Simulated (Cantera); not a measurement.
Cantera run:

```python
import numpy as np
import cantera as ct

gas_names = """
    C CH CH2 CH3 CH4 C2 C2H C2H2,acetylene C2H2,vinylidene C2H3,vinyl C2H4 C2H5 C2H6 C3 C3H3,propargyl
    C3H4,allene C3H4,propyne C3H4,cyclo- C3H5,allyl C3H6,propylene C3H6,cyclo- C3H7,n-propyl
    C3H7,i-propyl C3H8 C4 C4H2 C4H4,1,3-cyclo- C4H6,butadiene C4H6,2-butyne C4H6,cyclo- C4H8,1-butene
    C4H8,cis2-buten C4H8,tr2-butene C4H8,isobutene C4H8,cyclo- C4H9,n-butyl C4H9,i-butyl C4H9,s-butyl
    C4H9,t-butyl C4H10,isobutane C4H10,n-butane C5 C5H6,1,3cyclo- C5H8,cyclo- C5H10,1-pentene
    C5H10,cyclo- C5H11,pentyl C5H11,t-pentyl C5H12,n-pentane C5H12,i-pentane CH3C(CH3)2CH3 C6H2
    C6H5,phenyl C6H6 C6H10,cyclo- C6H12,1-hexene C6H12,cyclo- C6H13,n-hexyl C7H7,benzyl C7H8
    C7H14,1-heptene C7H15,n-heptyl C7H16,n-heptane C8H8,styrene C8H10,ethylbenz C8H16,1-octene
    C8H17,n-octyl C8H18,isooctane C8H18,n-octane C9H19,n-nonyl C10H8,naphthale C10H21,n-decyl
    C12H9,o-bipheny C12H10,bipheny H H2
""".split()
cond_names = """
    C(gr) C6H6(L) C7H8(L) C8H18(L),n-octa
""".split()


def load(file, names, dense=False):
    # The tables refer to 1 bar. Condensed volumes are neglected.
    table = {s.name: s for s in ct.Species.list_from_file(file)}
    out = []
    for n in names:
        d = dict(table[n].input_data)
        d["thermo"] = dict(d["thermo"], **{"reference-pressure": 1e5})
        if dense:
            d["equation-of-state"] = {"model": "constant-volume", "density": "1e6 g/cm^3"}
        out.append(ct.Species.from_dict(d))
    return out


gas = ct.Solution(thermo="ideal-gas", species=load("nasa_gas.yaml", gas_names))
cond = {s.name: ct.Solution(thermo="fixed-stoichiometry", species=[s], name=s.name)
        for s in load("nasa_condensed.yaml", cond_names, dense=True)}
atoms = {
    'toluene': {'C': 7, 'H': 8},
    'H2': {'H': 2},
}
top_T = {'C(gr)': 4500}  # K; cautious upper limits of use, not melting points


def equilibrate(T, P, feed):
    n = {}
    for name, mol in feed.items():
        for a, k in atoms[name].items():
            n[a] = n.get(a, 0.0) + k * mol
    gas.TPX = T, P, n
    mass = sum(n.values()) * gas.mean_molecular_weight
    gas.equilibrate("TP")
    valid = [c for c in cond.values() if c.min_temp <= T <= top_T.get(c.name, c.max_temp)]
    mix = ct.Mixture([(gas, mass / gas.mean_molecular_weight)] + [(c, 0.0) for c in valid])
    mix.T, mix.P = T, P
    mix.equilibrate("TP", solver="vcs", rtol=1e-11, max_steps=5000)
    return mix


results = []
feed = {'toluene': 1, 'H2': 77}  # mol
P = 15000  # Pa
for T in [2398, 2448, 2498, 2548, 2598, 2648, 2698, 2748, 2798, 2848, 2898]:
    mix = equilibrate(T, P, feed)
    results.append((T, P, feed, dict(zip(mix.species_names, mix.species_moles))))

top = {s: max(r[3][s] / sum(r[3][g] for g in gas_names) for r in results) for s in gas_names}
cols = sorted((s for s in top if top[s] > 1e-06), key=lambda s: -top[s])[:5]
seen = [c for c in cond_names if any(r[3].get(c, 0) > 1e-12 for r in results)]
print("log10 of partial pressures in bar; condensed amounts in mol")
print(f"{'T/K':>10s}" + "".join(f"{s[:9]:>10s}" for s in cols + seen))
for T, P, feed, n in results:
    ng = sum(n[g] for g in gas_names)
    print(f"{T:10.4g}" + "".join(f"{np.log10(max(n[s] / ng * P / 1e5, 1e-99)):10.3f}" for s in cols)
          + "".join(f"{n.get(c, 0):10.4g}" for c in seen))
```

Result:

```
log10 of partial pressures in bar; condensed amounts in mol
       T/K        H2         H C2H2,acet       C2H        C3     C(gr)
      2398    -0.845    -2.225    -3.005    -5.628    -7.023     5.898
      2448    -0.850    -2.126    -2.913    -5.382    -6.663     5.627
      2498    -0.856    -2.032    -2.826    -5.147    -6.317     5.307
      2548    -0.864    -1.942    -2.744    -4.922    -5.986     4.931
      2598    -0.873    -1.856    -2.667    -4.707    -5.667     4.493
      2648    -0.884    -1.775    -2.595    -4.501    -5.361     3.988
      2698    -0.897    -1.697    -2.527    -4.303    -5.067     3.408
      2748    -0.911    -1.624    -2.465    -4.115    -4.784     2.746
      2798    -0.928    -1.554    -2.408    -3.934    -4.511     1.992
      2848    -0.948    -1.489    -2.356    -3.762    -4.249     1.131
      2898    -0.970    -1.427    -2.309    -3.597    -3.995    0.1416
```

Equilibrium computed with Cantera from the NASA thermochemical tables; the gas is ideal and each condensed phase is pure.
